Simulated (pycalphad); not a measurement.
**Freezing of Si-Cu alloys with rising Cu**

Computed with pycalphad from the COST 507 light-alloy database (1999), at 1 atm. The data set is of 1999 and partly superseded. Phase fractions are per mole of atoms.

Scheil-Gulliver runs (no diffusion in the solid, steps of 4 K) beside full equilibrium.

| alloy | liquidus (°C) | Scheil, half solid (°C) | Scheil, 80 % solid (°C) | Scheil, invariant end (°C) | liquid left at that end | equilibrium solidus (°C) |
|---|---|---|---|---|---|---|
| Si-8.92Cu (at.%) | 1365 | 1307 | 1112 | 801 | 0.13 | 801 |
| Si-26.77Cu (at.%) | 1244 | 1034 | at the invariant end | 801 | 0.39 | 801 |
| Si-35.7Cu (at.%) | 1179 | at the invariant end | at the invariant end | 801 | 0.51 | 801 |
